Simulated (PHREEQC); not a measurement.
Make-up at 80 °C: 0.071 mol NaHSO4 and 0.021 mol NaF per kg of water. Closed to the air; pH follows from the charge balance.

All values are PHREEQC results (ion-association model, phreeqc.dat), not measurements.

Each row changes one thing in this solution. Precipitation was switched off in this run.

| case | pH | ionic strength (mol/kgw) | Na+ (mol/kgw) | HSO4- (mol/kgw) | SO4-2 (mol/kgw) | HF (mol/kgw) |
|---|---|---|---|---|---|---|
| as made | 2.05 | 0.125 | 0.0872 | 0.0396 | 0.0267 | 0.0201 |
| NaHSO4 from 0.071 to 0.0071 mol/kgw | 3.89 | 0.0339 | 0.0274 | 0.000188 | 0.00636 | 0.00639 |
| 0.03 mol/kgw KOH added | 2.53 | 0.156 | 0.0853 | 0.0186 | 0.0412 | 0.0185 |
| NaHSO4 from 0.071 to 0.71 mol/kgw | 1.05 | 0.883 | 0.673 | 0.565 | 0.0865 | 0.0209 |
| NaHSO4 from 0.071 to 0.0781 mol/kgw | 2.00 | 0.134 | 0.0939 | 0.0452 | 0.0277 | 0.0202 |

The ionic strength passes 0.7 mol/kgw, the rough limit of the ion-association models, in NaHSO4 from 0.071 to 0.71 mol/kgw. Away from 25 °C the constants follow the database's enthalpies or fits; those with neither stay at their 25 °C values.
